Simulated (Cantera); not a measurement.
# Tantalum, niobium, vanadium and zirconium in process gases: V + N2

Feed: 1 mol V, 0.7 mol N2, held at 0.370 Pa.

Equilibrium computed with Cantera from the NASA thermochemical tables; the gas is ideal and each condensed phase is pure. Candidate condensed phases: V, VN; 4 gas species. VN: taken at fixed stoichiometry. Condensed phases not in the tables: V2N, N, O or C dissolved in the metal. Equilibrium is a limit: real reactors are often held back by kinetics, nucleation or transport.

| T (K) | x N2 | x V | x N | x VN | n VN(s) | n V(s) |
|---|---|---|---|---|---|---|
| 800 | 1.00 | <1e-12 | <1e-12 | <1e-12 | 1.00 | 0 |
| 1000 | 1.00 | <1e-12 | <1e-12 | <1e-12 | 1.00 | 0 |
| 1200 | 1.00 | 4.37e-12 | <1e-12 | <1e-12 | 1.00 | 0 |
| 1400 | 1.00 | 1.37e-7 | 2.04e-12 | <1e-12 | 1.00 | 0 |
| 1600 | 1.000 | 0.000308 | 3.48e-10 | 9.18e-10 | 0 | 1.000 |
| 1800 | 0.979 | 0.0214 | 1.88e-8 | 6.39e-8 | 0 | 0.985 |
| 2000 | 0.412 | 0.588 | 3.01e-7 | 1.15e-6 | 0 | 0 |
| 2200 | 0.412 | 0.588 | 4.16e-6 | 1.15e-6 | 0 | 0 |
| 2400 | 0.412 | 0.588 | 3.72e-5 | 1.15e-6 | 0 | 0 |
| 2600 | 0.412 | 0.588 | 0.000238 | 1.15e-6 | 0 | 0 |
| 2800 | 0.411 | 0.588 | 0.00117 | 1.14e-6 | 0 | 0 |
x: gas mole fraction; n: condensed amount in mol.

From 800 K to 1400 K the condensed part is VN(s). From 1600 K to 1800 K the condensed part is V(s). From 2000 K to 2800 K nothing is condensed.
